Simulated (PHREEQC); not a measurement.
A made-up water analysis in mmol/kgw, 15 °C, pH 1.95, pe 9.8:

```json
[
 {"constituent": "Na", "mmol/kgw": "0.275"},
 {"constituent": "K", "mmol/kgw": "0.116"},
 {"constituent": "Ca", "mmol/kgw": "7.62"},
 {"constituent": "Mg", "mmol/kgw": "2.39"},
 {"constituent": "Cl", "mmol/kgw": "4.74"},
 {"constituent": "S(6)", "mmol/kgw": "19.1"},
 {"constituent": "F", "mmol/kgw": "0.158"}
]
```

Valence states are taken as typed.

The numbers come from PHREEQC with the ion-association model, phreeqc.dat.

Each row changes one thing in this solution. This is a speciation only: nothing precipitates in the calculation.

```json
[
 {"case": "as made", "ionic strength (mol/kgw)": "0.0471", "Ca+2 (mol/kgw)": "0.00532", "CaSO4 (mol/kgw)": "0.00213", "CaHSO4+ (mol/kgw)": "0.000168", "SI of Gypsum (CaSO4:2H2O)": "-0.30", "SI of Fluorite (CaF2)": "-1.83"},
 {"case": "Cl from 4.74 to 9.48 mmol/kgw", "ionic strength (mol/kgw)": "0.0498", "Ca+2 (mol/kgw)": "0.00536", "CaSO4 (mol/kgw)": "0.00209", "CaHSO4+ (mol/kgw)": "0.000166", "SI of Gypsum (CaSO4:2H2O)": "-0.31", "SI of Fluorite (CaF2)": "-1.83"},
 {"case": "Ca from 7.62 to 3.81 mmol/kgw", "ionic strength (mol/kgw)": "0.0429", "Ca+2 (mol/kgw)": "0.00258", "CaSO4 (mol/kgw)": "0.00114", "CaHSO4+ (mol/kgw)": "8.97e-5", "SI of Gypsum (CaSO4:2H2O)": "-0.57", "SI of Fluorite (CaF2)": "-2.14"}
]
```

Complexes and solids missing from the database can't appear.
